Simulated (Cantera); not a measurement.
A closed system holds: 1 mol CuO, 0.56 mol CH4, 1.9 mol H2, held at 825 K and 15.0 mbar.

Equilibrium computed with Cantera from the NASA thermochemical tables; the gas is ideal and each condensed phase is pure. Candidate condensed phases: C, C6H6, C7H8, C8H18, Cu, CuO, Cu(OH)2, Cu2O, H2O; 113 gas species. Kinetics and transport are ignored.

Base state: H2 0.761, CO 0.112, H2O 0.0818, CO2 0.0431, CH4 0.00156 (mole fractions); condensed: Cu(s).

Q: What changes in the equilibrium state with this change: temperature from 825 K to 2350 K?

A: 
| species | before | after |
|---|---|---|
| H2 | 0.761 | 0.510 |
| Cu | <1e-9 | 0.210 |
| CO | 0.112 | 0.114 |
| H | <1e-9 | 0.0728 |
| CO2 | 0.0431 | 0.00337 |
| H2O | 0.0818 | 0.0867 |
| OH | <1e-9 | 0.00213 |
| CH4 | 0.00156 | <1e-9 |
| O | <1e-9 | 0.000205 |
| Cu2 | <1e-9 | 0.000109 |
| Cu(s), mol | 1.00 | 0 |

Q: What changes in the equilibrium state with this change: CH4 from 0.56 to 1.7 mol?

A: 
| species | before | after |
|---|---|---|
| H2 | 0.761 | 0.836 |
| CO | 0.112 | 0.124 |
| H2O | 0.0818 | 0.0197 |
| CO2 | 0.0431 | 0.0105 |
| CH4 | 0.00156 | 0.00948 |
| Cu(s), mol | 1.00 | 1.00 |
| C(graphite), mol | 0 | 0.825 |
